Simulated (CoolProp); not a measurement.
Saturation properties of diethyl ether.

Values from CoolProp's reference Helmholtz-energy equation of state, Thol 2014.

```json
[
 {"T (K)": "276", "p (bar)": "0.2825", "liquid density (kg/m³)": "732.7", "vapour density (kg/m³)": "0.9306", "enthalpy of vaporisation (kJ/kg)": "384.5", "liquid cp (kJ/(kg K))": "2.263", "surface tension (mN/m)": "19.2"},
 {"T (K)": "289.5", "p (bar)": "0.5076", "liquid density (kg/m³)": "717.7", "vapour density (kg/m³)": "1.610", "enthalpy of vaporisation (kJ/kg)": "373.6", "liquid cp (kJ/(kg K))": "2.305", "surface tension (mN/m)": "17.5"},
 {"T (K)": "303.1", "p (bar)": "0.8610", "liquid density (kg/m³)": "702.0", "vapour density (kg/m³)": "2.642", "enthalpy of vaporisation (kJ/kg)": "362.1", "liquid cp (kJ/(kg K))": "2.351", "surface tension (mN/m)": "15.9"},
 {"T (K)": "316.6", "p (bar)": "1.380", "liquid density (kg/m³)": "685.9", "vapour density (kg/m³)": "4.120", "enthalpy of vaporisation (kJ/kg)": "350.1", "liquid cp (kJ/(kg K))": "2.401", "surface tension (mN/m)": "14.3"},
 {"T (K)": "330.2", "p (bar)": "2.122", "liquid density (kg/m³)": "669.0", "vapour density (kg/m³)": "6.196", "enthalpy of vaporisation (kJ/kg)": "337.4", "liquid cp (kJ/(kg K))": "2.455", "surface tension (mN/m)": "12.8"},
 {"T (K)": "343.7", "p (bar)": "3.129", "liquid density (kg/m³)": "651.3", "vapour density (kg/m³)": "8.992", "enthalpy of vaporisation (kJ/kg)": "324.0", "liquid cp (kJ/(kg K))": "2.514", "surface tension (mN/m)": "11.2"},
 {"T (K)": "357.2", "p (bar)": "4.462", "liquid density (kg/m³)": "632.7", "vapour density (kg/m³)": "12.70", "enthalpy of vaporisation (kJ/kg)": "309.6", "liquid cp (kJ/(kg K))": "2.578", "surface tension (mN/m)": "9.71"},
 {"T (K)": "370.8", "p (bar)": "6.198", "liquid density (kg/m³)": "612.8", "vapour density (kg/m³)": "17.61", "enthalpy of vaporisation (kJ/kg)": "293.8", "liquid cp (kJ/(kg K))": "2.651", "surface tension (mN/m)": "8.23"},
 {"T (K)": "384.3", "p (bar)": "8.375", "liquid density (kg/m³)": "591.7", "vapour density (kg/m³)": "23.95", "enthalpy of vaporisation (kJ/kg)": "276.7", "liquid cp (kJ/(kg K))": "2.735", "surface tension (mN/m)": "6.80"}
]
```

It boils at 307.6 K under 1 atm.

Surface tension comes from a separate correlation (Mulero 2014).
